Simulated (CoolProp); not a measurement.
Vapour-liquid equilibrium of R124 (1) + R142b (2) at 1.03 kPa; x and y are mole fractions of (1).

The numbers come from the multi-fluid Helmholtz-energy mixture model, de Vries 1995 and Lemmon 2006; pair parameters Bell 2016 in CoolProp.

Q: Give the bubble temperature and the first vapour's composition at x = 0.275, 0.425, 0.575. Is there an azeotrope?

A: x = 0.275: -84.9 °C, y = 0.271; x = 0.425: -84.9 °C, y = 0.426; x = 0.575: -84.9 °C, y = 0.586. y crosses x between x = 0.35 and 0.425: the model has an azeotrope there.

Pair parameters are fitted to limited data, so mixtures are less certain than the pure fluids.
